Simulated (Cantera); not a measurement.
A closed system holds: 1 mol SiHCl₃, 0.084 mol C₂H₂, 1.5 mol H₂, held at 3.83 Torr.

Equilibrium computed with Cantera from the NASA thermochemical tables; the gas is ideal and each condensed phase is pure. Candidate condensed phases: C, C₆H₆, C₇H₈, C₈H₁₈, Si, SiC; 109 gas species. Gases not in the tables: Si₂H₆ and higher silanes. The numbers say what is thermodynamically allowed, not how fast it happens.

Task: Which condensed phases are stable at each of these points (T (K)): 1773, 1848, 1923, 1998, 2073, 2148, 2223, 2298, 2373, 2448, 2523, 2598?

Result: 
```csv
T (K),condensed phases,Si condensed (%)
1773,SiC(s),16.8
1848,SiC(s),16.8
1923,SiC(s),16.8
1998,SiC(s),16.8
2073,SiC(s),16.7
2148,SiC(s),16.4
2223,SiC(s),15.7
2298,SiC(s),13.1
2373,C(graphite) + SiC(s),2.0
2448,gas only,0.0
2523,gas only,0.0
2598,gas only,0.0
```

From 1773 K to 2298 K the condensed part is SiC(s). At 2373 K the condensed part is C(graphite) + SiC(s). From 2448 K to 2598 K nothing is condensed.
